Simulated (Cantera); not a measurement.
Charge: 1 mol BN, 2.2 mol O2, 6.7 mol N2, held at 0.890 bar.

Cantera equilibrium calculation (NASA polynomials, part measured and part estimated; ideal gas, pure solids and liquids). Candidate condensed phases: B, BN, B2O3; 17 gas species. The numbers say what is thermodynamically allowed, not how fast it happens.

**Question.** At 1048 K, list the 3 most abundant gas species with their mole fractions, and the condensed phases.

**Answer.** N2 0.832, O2 0.168, NO 4.75e-5. Condensed: B2O3(l).
